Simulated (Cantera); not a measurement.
A diamond (100) surface in a fixed gas of H2 with x(CH4) = 0.0021, x(H) = 0.00031, x(CH3) = 0.00042, at 1225 K; coverages are run to steady state.

Detailed kinetics in Cantera: the Harris–Goodwin 1993 mechanism for the reconstructed diamond (100) surface.

One state of this run: growth (µm/h) = 5.37; θ c6HH = 0.500; θ c6H* = 0.0351; θ c6*H = 0.428; θ c6** = 0.0117; θ c6HM = 0.0112. θ: site fractions in the mechanism's names (c6HH fully hydrogenated, c6H* and c6*H radical sites, c6** diradical, c6HM methylated).

**Question.** Which value of P (Pa) does it belong to?
A. 10000
B. 19000
C. 2800
D. 1400

**Answer.** B, 19000
